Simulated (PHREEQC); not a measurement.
NaOH is added in steps, without added water, to 1 kg of water holding 48 mmol/kgw H2SO4, 6.9 mmol/kgw LiCl and 0.64 mmol/kgw Na2SO4, at 20 °C. Oxygen alone is held at its pressure in air (log pO2 = -0.68). No CO2 enters from the air. Nothing may precipitate in this run.

Base run: PHREEQC, ion-association model, wateq4f.dat. Each further column changes one thing. The table gives NaSO4- (mol/kgw).

```json
[
 {"NaOH added (mol)": "0", "base": "3.51e-5", "0.015 mol/kgw HF added": "3.50e-5", "0.042 mol/kgw NH3 added": "…", "solids may form": "3.51e-5"},
 {"NaOH added (mol)": "0.0125", "base": "0.000419", "0.015 mol/kgw HF added": "0.000417", "0.042 mol/kgw NH3 added": "…", "solids may form": "0.000419"},
 {"NaOH added (mol)": "0.025", "base": "0.000890", "0.015 mol/kgw HF added": "0.000886", "0.042 mol/kgw NH3 added": "…", "solids may form": "0.000890"},
 {"NaOH added (mol)": "0.0375", "base": "0.00147", "0.015 mol/kgw HF added": "0.00146", "0.042 mol/kgw NH3 added": "0.00202", "solids may form": "0.00147"},
 {"NaOH added (mol)": "0.05", "base": "0.00218", "0.015 mol/kgw HF added": "0.00216", "0.042 mol/kgw NH3 added": "0.00297", "solids may form": "0.00218"},
 {"NaOH added (mol)": "0.0625", "base": "0.00304", "0.015 mol/kgw HF added": "0.00300", "0.042 mol/kgw NH3 added": "…", "solids may form": "0.00304"},
 {"NaOH added (mol)": "0.075", "base": "0.00406", "0.015 mol/kgw HF added": "0.00399", "0.042 mol/kgw NH3 added": "0.00470", "solids may form": "0.00406"},
 {"NaOH added (mol)": "0.0875", "base": "0.00526", "0.015 mol/kgw HF added": "0.00509", "0.042 mol/kgw NH3 added": "…", "solids may form": "0.00526"},
 {"NaOH added (mol)": "0.1", "base": "0.00635", "0.015 mol/kgw HF added": "0.00613", "0.042 mol/kgw NH3 added": "…", "solids may form": "0.00635"}
]
```

Q: Fill in the missing entries.

A: 
- 0, 0.042 mol/kgw NH3 added: 4.78e-5
- 0.0125, 0.042 mol/kgw NH3 added: 0.000576
- 0.025, 0.042 mol/kgw NH3 added: 0.00123
- 0.0625, 0.042 mol/kgw NH3 added: 0.00387
- 0.0875, 0.042 mol/kgw NH3 added: 0.00557
- 0.1, 0.042 mol/kgw NH3 added: 0.00634

 wateq4f.dat counts part of the HF as a dimer, H2F2, which phreeqc.dat doesn't know; its constant is uncertain. Solids allowed in the column 'solids may form': Halite, Mirabilite.
